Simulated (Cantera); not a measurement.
**Abatement and gas-phase synthesis: CO₂ + SO₂**

Feed: 1 mol CO₂, 0.11 mol SO₂, equilibrated at 2625 K.

Equilibrium computed with Cantera from the NASA thermochemical tables; the gas is ideal and each condensed phase is pure. Candidate condensed phases: C, S; 22 gas species. The ideal-gas law is rough above about 30 bar. Kinetics and transport are ignored.

From 0.0750 Torr to 225000 Torr nothing is condensed. The main C-bearing gas is CO at 0.0750 Torr and CO₂ at 225000 Torr.

```
P (Pa)     x CO₂    x CO       x O    x O₂    x SO₂       x S      x SO
--------  ------  ------  --------  ------  -------  --------  --------
10        0.0114   0.447     0.460  0.0312  0.00301    0.0284    0.0189
65        0.0542   0.470     0.320  0.0981   0.0202   0.00932    0.0281
420        0.167   0.449     0.159   0.157   0.0459   0.00205    0.0198
2700       0.341   0.363    0.0627   0.156   0.0657  0.000459    0.0112
17000      0.521   0.253    0.0218   0.119   0.0789  0.000115   0.00616
110000     0.667   0.158   0.00691  0.0773   0.0874   3.02e-5   0.00333
720000     0.766  0.0922   0.00208  0.0459   0.0925   8.24e-6   0.00179
4700000    0.825  0.0517  0.000612  0.0260   0.0953   2.30e-6  0.000959
30000000   0.859  0.0287  0.000180  0.0143   0.0968   6.62e-7  0.000518
```
x: gas mole fraction; nothing condenses.
